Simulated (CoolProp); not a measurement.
Values from CoolProp's reference Helmholtz-energy equation of state, Span 2000.

**Question.** For nitrogen, give the phase and the cv (kJ/(kg K)), fugacity coefficient at -178.45 °C and 8.49 bar; -178.45 °C and 12.7 bar; -178.45 °C and 17 bar.

**Answer.** 
- -178.45 °C and 8.49 bar: liquid; cv 1.00, fugacity coefficient 0.557
- -178.45 °C and 12.7 bar: liquid; cv 1.00, fugacity coefficient 0.380
- -178.45 °C and 17 bar: liquid; cv 1.00, fugacity coefficient 0.290
